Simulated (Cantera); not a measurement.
Input (Python, Cantera):

```python
import numpy as np
import cantera as ct

gas = ct.Solution("gri30.yaml")
gas.TPX = 525, 150000, {'CO': 1, 'H2': 0.051, 'O2': 0.536, 'N2': 2.02}
flame = ct.FreeFlame(gas, width=0.03)
flame.set_refine_criteria(ratio=3, slope=0.08, curve=0.16)
flame.transport_model = "mixture-averaged"
flame.solve(loglevel=0, auto=True)
z, T = flame.grid, flame.T
thick = (T[-1] - T[0]) / np.gradient(T, z).max()
show = ['CO', 'H2', 'O2', 'NO', 'H', 'H2O2']
print(f"laminar burning velocity  {flame.velocity[0] * 100:.3f} cm/s")
print(f"burnt temperature         {T[-1]:.1f} K")
print(f"thermal thickness         {thick * 1e3:.4f} mm")
print(f"grid points               {len(z)}")
z0 = z[flame.heat_release_rate.argmax()]
print(f"{'z/mm':>9s}{'T/K':>9s}{'u/(m/s)':>9s}" + "".join(f"{s:>11s}" for s in show))
rows = []
for k in (-3, -2, -1.5, -1, -0.5, -0.25, 0, 0.25, 0.5, 1, 2, 4, 8):
    zz = z0 + k * thick
    rows.append([k * thick, np.interp(zz, z, T), np.interp(zz, z, flame.velocity),
                 *(np.interp(zz, z, flame.X[gas.species_index(s)]) for s in show)])
    print(f"{rows[-1][0] * 1e3:9.3f}{rows[-1][1]:9.1f}{rows[-1][2]:9.3f}" + "".join(f"{x:11.3e}" for x in rows[-1][3:]))
```

It prints:

```
laminar burning velocity  88.714 cm/s
burnt temperature         2475.5 K
thermal thickness         0.5613 mm
grid points               128
     z/mm      T/K  u/(m/s)         CO         H2         O2         NO          H       H2O2
   -1.684    525.0    0.887  2.772e-01  1.413e-02  1.486e-01  7.567e-14  3.683e-17  8.056e-11
   -1.123    525.0    0.887  2.773e-01  1.406e-02  1.486e-01  2.476e-12  2.967e-15  2.590e-09
   -0.842    525.1    0.887  2.773e-01  1.391e-02  1.486e-01  2.271e-11  5.555e-14  2.360e-08
   -0.561    525.7    0.888  2.774e-01  1.339e-02  1.487e-01  3.279e-10  3.388e-12  3.337e-07
   -0.281    550.4    0.927  2.769e-01  1.121e-02  1.484e-01  2.239e-08  9.016e-08  1.516e-05
   -0.140    775.3    1.296  2.633e-01  8.042e-03  1.406e-01  6.448e-07  2.156e-04  4.297e-05
    0.000   1240.3    2.027  2.139e-01  3.177e-03  1.109e-01  4.994e-06  3.101e-03  2.495e-06
    0.140   1563.9    2.491  1.581e-01  1.052e-03  7.687e-02  1.662e-05  5.877e-03  4.514e-07
    0.281   1745.9    2.733  1.269e-01  9.633e-04  6.041e-02  3.108e-05  6.341e-03  2.210e-07
    0.561   1933.0    2.982  1.056e-01  1.003e-03  5.075e-02  5.612e-05  4.782e-03  1.108e-07
    1.123   2098.3    3.200  9.115e-02  8.841e-04  4.495e-02  9.962e-05  2.746e-03  5.920e-08
    2.245   2238.9    3.379  7.657e-02  7.118e-04  3.884e-02  1.995e-04  1.503e-03  3.432e-08
    4.490   2352.1    3.519  6.313e-02  5.584e-04  3.288e-02  4.355e-04  8.398e-04  2.280e-08
```

Computed with Cantera and GRI-Mech 3.0 (53 species, 325 reactions). Burning velocities carry a grid error of a few per cent, more on coarse grids.
